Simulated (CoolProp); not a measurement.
Saturation properties of fluorine.

Model: reference Helmholtz-energy equation of state, de Reuck 1990, in CoolProp.

| T (°C) | p (bar) | liquid density (kg/m³) | vapour density (kg/m³) | enthalpy of vaporisation (kJ/kg) |
|---|---|---|---|---|
| -182.65 | 1.819 | 1463 | 9.685 | 169.0 |
| -177.05 | 3.077 | [?] | 15.79 | 163.0 |
| -171.45 | 4.893 | 1376 | 24.42 | 156.3 |
| -165.75 | [?] | 1328 | 36.49 | 148.6 |
| -160.15 | 10.79 | [?] | 52.47 | 140.1 |
| -154.55 | 15.10 | 1222 | [?] | 130.4 |
| -148.95 | 20.51 | [?] | 102.5 | 118.9 |
| -143.25 | 27.34 | 1086 | 142.9 | 104.6 |
| -137.65 | [?] | 994.3 | 201.6 | 86.21 |

**Question.** Some entries are withheld; supply them.

**Answer.** 
- -177.05, liquid density (kg/m³): 1421
- -165.75, p (bar): 7.450
- -160.15, liquid density (kg/m³): 1278
- -154.55, vapour density (kg/m³): 73.79
- -148.95, liquid density (kg/m³): 1160
- -137.65, p (bar): 35.54

It boils at -188.1 °C under 1 atm.
